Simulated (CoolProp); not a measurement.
A single-stage vapour-compression cycle with hydrogen sulfide: evaporating at 241.15 K (dew point), condensing at 277.15 K (bubble point), superheat 8 K, subcooling 5 K, compressor efficiency 0.75, no pressure losses. Each further row changes one setting.

The numbers come from the reference Helmholtz-energy equation of state, Lemmon 2006 in CoolProp. It is a short technical equation, of lower accuracy than the large ones.

```
case                              cooling COP  pressure ratio  discharge temperature (K)  refrigerating effect (kJ/kg)  volumetric capacity (kJ/m³)
--------------------------------  -----------  --------------  -------------------------  ----------------------------  ---------------------------
as stated                                4.31            3.28                      359.0                           456                         2790
evaporating temperature 246.15 K         5.21            2.72                      346.2                           459                            …
condensing temperature 272.15 K             …               …                      344.0                           466                         2850
subcooling 10 K                          4.40            3.28                      359.0                           466                         2850
superheat 18 K                              …            3.28                      373.3                           467                            …
compressor efficiency 0.65               3.73            3.28                      373.7                           456                         2790
```

Task: Fill in the missing entries.

Result: 
- evaporating temperature 246.15 K, volumetric capacity (kJ/m³): 3340
- condensing temperature 272.15 K, cooling COP: 5.11
- condensing temperature 272.15 K, pressure ratio: 2.84
- superheat 18 K, cooling COP: 4.21
- superheat 18 K, volumetric capacity (kJ/m³): 2720
